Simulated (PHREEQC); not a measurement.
0.35 g of hydrous ferric oxide (600 m²/g; 0.2 weak and 0.005 strong sites per Fe, Dzombak-Morel constants, diffuse double layer) in 1 kg of water with 0.01 mol/kgw of an inert sodium salt and 0.0058 mmol/kgw CuSO4 and 0.0014 mmol/kgw NiCl2, at 25 °C; the pH is set by adding NaOH or the inert anion's acid. O2 is buffered at 0.21 atm. No CO2 enters from the air. No solid was allowed to form.

Base run: PHREEQC, ion-association model, wateq4f.dat. Each further column changes one thing. The table gives S sorbed (%).

```
pH    base  no electrostatic term (-no_edl)  background salt from 0.01 to 0.001 mol/kgw  oxide from 0.35 to 1.8 g/kgw  0.0013 mol/kgw SrCl2 added
---  -----  -------------------------------  ------------------------------------------  ----------------------------  --------------------------
3    100.0                              0.1                                       100.0                         100.0                       100.0
3.5  100.0                              0.2                                       100.0                         100.0                       100.0
4    100.0                              0.2                                       100.0                         100.0                       100.0
4.5   99.9                              0.2                                       100.0                         100.0                        99.9
5     99.7                              0.2                                        99.9                          99.9                         [?]
5.5   98.6                              0.2                                        99.6                          99.7                        98.1
6     93.0                              0.2                                         [?]                          98.6                        90.8
6.5   67.9                              0.2                                         [?]                          91.6                        62.7
7     23.1                              0.2                                         [?]                          59.8                        21.1
7.5    3.7                              0.2                                         5.4                           [?]                         3.9
8      0.4                              0.3                                         0.6                           [?]                         0.6
8.5    0.1                              0.2                                         0.1                           0.3                         0.1
9      0.0                              0.1                                         0.0                           0.0                         0.0
```

### Question
Some entries are withheld; supply them.

### Answer

- 5, 0.0013 mol/kgw SrCl2 added: 99.5
- 6, background salt from 0.01 to 0.001 mol/kgw: 97.2
- 6.5, background salt from 0.01 to 0.001 mol/kgw: 81.3
- 7, background salt from 0.01 to 0.001 mol/kgw: 34.1
- 7.5, oxide from 0.35 to 1.8 g/kgw: 15.6
- 8, oxide from 0.35 to 1.8 g/kgw: 2.1

The database's constant for dissolved Cu(OH)2 is higher than later reviews accept. The oxide is taken as insoluble; below pH 4 it would dissolve.
